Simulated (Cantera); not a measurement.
Cantera run:

```python
import numpy as np
import cantera as ct

gas_names = """
    H HNO HNO2 HNO3 HO2 H2 H2O H2O2 N NH NH2 NH3 NH2OH NO NO2 NO3 N2 N2H2 N2H4 N2O O OH O2 O3 Si SiH
    SiH2 SiH3 SiH4 SiN SiO SiO2 Si2 Si2N Si3
""".split()
cond_names = """
    H2O(s) H2O(L) Si(cr) Si(L) SiO2(Lqz) SiO2(hqz) SiO2(L) Si2N2O(s) Si3N4(a)
""".split()


# ... load() reads the species with a 1 bar reference pressure and builds the phases ...
atoms = {
    'SiH4': {'Si': 1, 'H': 4},
    'O2': {'O': 2},
    'N2': {'N': 2},
}
top_T = {'Si2N2O(s)': 2100, 'Si3N4(a)': 2400}  # K; cautious upper limits of use, not melting points


# ... equilibrate(T, P, feed) seeds the gas with the atoms and calls Mixture.equilibrate('TP', solver="vcs", rtol=1e-11, max_steps=5000) ...
results = []
feed = {'SiH4': 1, 'O2': 0.065, 'N2': 6.8}  # mol
for P in [5, 15, 45, 140, 410, 1200, 3700, 11000, 33000, 100000]:
    for T in [1325, 1375, 1425, 1475, 1525, 1575, 1625, 1675, 1725, 1775, 1825, 1875, 1925]:
        mix = equilibrate(T, P, feed)
        results.append((T, P, feed, dict(zip(mix.species_names, mix.species_moles))))

for T, P, feed, n in results:
    print(f"{T:7g} {P:10.4g}  " + (" + ".join(c for c in cond_names if n.get(c, 0) > 1e-12) or "gas only"))
```

It prints:

```
   1325          5  Si2N2O(s) + Si3N4(a)
   1375          5  Si2N2O(s) + Si3N4(a)
   1425          5  Si2N2O(s) + Si3N4(a)
   1475          5  Si2N2O(s) + Si3N4(a)
   1525          5  Si(cr)
   1575          5  Si(cr)
   1625          5  Si(cr)
   1675          5  Si(cr)
   1725          5  Si(L)
   1775          5  Si(L)
   1825          5  gas only
   1875          5  gas only
   1925          5  gas only
   1325         15  Si2N2O(s) + Si3N4(a)
   1375         15  Si2N2O(s) + Si3N4(a)
   1425         15  Si2N2O(s) + Si3N4(a)
   1475         15  Si2N2O(s) + Si3N4(a)
   1525         15  Si2N2O(s) + Si3N4(a)
   1575         15  Si(cr)
   1625         15  Si(cr)
   1675         15  Si(cr)
   1725         15  Si(L)
   1775         15  Si(L)
   1825         15  Si(L)
   1875         15  Si(L)
   1925         15  gas only
   1325         45  Si2N2O(s) + Si3N4(a)
   1375         45  Si2N2O(s) + Si3N4(a)
   1425         45  Si2N2O(s) + Si3N4(a)
   1475         45  Si2N2O(s) + Si3N4(a)
   1525         45  Si2N2O(s) + Si3N4(a)
   1575         45  Si2N2O(s) + Si3N4(a)
   1625         45  Si(cr)
   1675         45  Si(cr)
   1725         45  Si(L)
   1775         45  Si(L)
   1825         45  Si(L)
   1875         45  Si(L)
   1925         45  Si(L)
   1325        140  Si2N2O(s) + Si3N4(a)
   1375        140  Si2N2O(s) + Si3N4(a)
   1425        140  Si2N2O(s) + Si3N4(a)
   1475        140  Si2N2O(s) + Si3N4(a)
   1525        140  Si2N2O(s) + Si3N4(a)
   1575        140  Si2N2O(s) + Si3N4(a)
   1625        140  Si2N2O(s) + Si3N4(a)
   1675        140  Si3N4(a)
   1725        140  Si(L)
   1775        140  Si(L)
   1825        140  Si(L)
   1875        140  Si(L)
   1925        140  Si(L)
   1325        410  Si2N2O(s) + Si3N4(a)
   1375        410  Si2N2O(s) + Si3N4(a)
   1425        410  Si2N2O(s) + Si3N4(a)
   1475        410  Si2N2O(s) + Si3N4(a)
   1525        410  Si2N2O(s) + Si3N4(a)
   1575        410  Si2N2O(s) + Si3N4(a)
   1625        410  Si2N2O(s) + Si3N4(a)
   1675        410  Si2N2O(s) + Si3N4(a)
   1725        410  Si3N4(a)
   1775        410  Si(L)
   1825        410  Si(L)
   1875        410  Si(L)
   1925        410  Si(L)
   1325       1200  Si2N2O(s) + Si3N4(a)
   1375       1200  Si2N2O(s) + Si3N4(a)
   1425       1200  Si2N2O(s) + Si3N4(a)
   1475       1200  Si2N2O(s) + Si3N4(a)
   1525       1200  Si2N2O(s) + Si3N4(a)
   1575       1200  Si2N2O(s) + Si3N4(a)
   1625       1200  Si2N2O(s) + Si3N4(a)
   1675       1200  Si2N2O(s) + Si3N4(a)
   1725       1200  Si2N2O(s) + Si3N4(a)
   1775       1200  Si3N4(a)
   1825       1200  Si(L)
   1875       1200  Si(L)
   1925       1200  Si(L)
   1325       3700  Si2N2O(s) + Si3N4(a)
   1375       3700  Si2N2O(s) + Si3N4(a)
   1425       3700  Si2N2O(s) + Si3N4(a)
   1475       3700  Si2N2O(s) + Si3N4(a)
   1525       3700  Si2N2O(s) + Si3N4(a)
   1575       3700  Si2N2O(s) + Si3N4(a)
   1625       3700  Si2N2O(s) + Si3N4(a)
   1675       3700  Si2N2O(s) + Si3N4(a)
   1725       3700  Si2N2O(s) + Si3N4(a)
   1775       3700  Si2N2O(s) + Si3N4(a)
   1825       3700  Si2N2O(s) + Si3N4(a)
   1875       3700  Si(L)
   1925       3700  Si(L)
   1325    1.1e+04  Si2N2O(s) + Si3N4(a)
   1375    1.1e+04  Si2N2O(s) + Si3N4(a)
   1425    1.1e+04  Si2N2O(s) + Si3N4(a)
   1475    1.1e+04  Si2N2O(s) + Si3N4(a)
   1525    1.1e+04  Si2N2O(s) + Si3N4(a)
   1575    1.1e+04  Si2N2O(s) + Si3N4(a)
   1625    1.1e+04  Si2N2O(s) + Si3N4(a)
   1675    1.1e+04  Si2N2O(s) + Si3N4(a)
   1725    1.1e+04  Si2N2O(s) + Si3N4(a)
   1775    1.1e+04  Si2N2O(s) + Si3N4(a)
   1825    1.1e+04  Si2N2O(s) + Si3N4(a)
   1875    1.1e+04  Si2N2O(s) + Si3N4(a)
   1925    1.1e+04  Si3N4(a)
   1325    3.3e+04  Si2N2O(s) + Si3N4(a)
   1375    3.3e+04  Si2N2O(s) + Si3N4(a)
   1425    3.3e+04  Si2N2O(s) + Si3N4(a)
   1475    3.3e+04  Si2N2O(s) + Si3N4(a)
   1525    3.3e+04  Si2N2O(s) + Si3N4(a)
   1575    3.3e+04  Si2N2O(s) + Si3N4(a)
   1625    3.3e+04  Si2N2O(s) + Si3N4(a)
   1675    3.3e+04  Si2N2O(s) + Si3N4(a)
   1725    3.3e+04  Si2N2O(s) + Si3N4(a)
   1775    3.3e+04  Si2N2O(s) + Si3N4(a)
   1825    3.3e+04  Si2N2O(s) + Si3N4(a)
   1875    3.3e+04  Si2N2O(s) + Si3N4(a)
   1925    3.3e+04  Si2N2O(s) + Si3N4(a)
   1325      1e+05  Si2N2O(s) + Si3N4(a)
   1375      1e+05  Si2N2O(s) + Si3N4(a)
   1425      1e+05  Si2N2O(s) + Si3N4(a)
   1475      1e+05  Si2N2O(s) + Si3N4(a)
   1525      1e+05  Si2N2O(s) + Si3N4(a)
   1575      1e+05  Si2N2O(s) + Si3N4(a)
   1625      1e+05  Si2N2O(s) + Si3N4(a)
   1675      1e+05  Si2N2O(s) + Si3N4(a)
   1725      1e+05  Si2N2O(s) + Si3N4(a)
   1775      1e+05  Si2N2O(s) + Si3N4(a)
   1825      1e+05  Si2N2O(s) + Si3N4(a)
   1875      1e+05  Si2N2O(s) + Si3N4(a)
   1925      1e+05  Si2N2O(s) + Si3N4(a)
```

Cantera equilibrium calculation (NASA polynomials, part measured and part estimated; ideal gas, pure solids and liquids). N2 is the only nitrogen source here; it is nearly inert below about 1500 K, so the nitride shown seldom forms there in practice. Mutual solubility and eutectic melting of coexisting phases are not modelled.
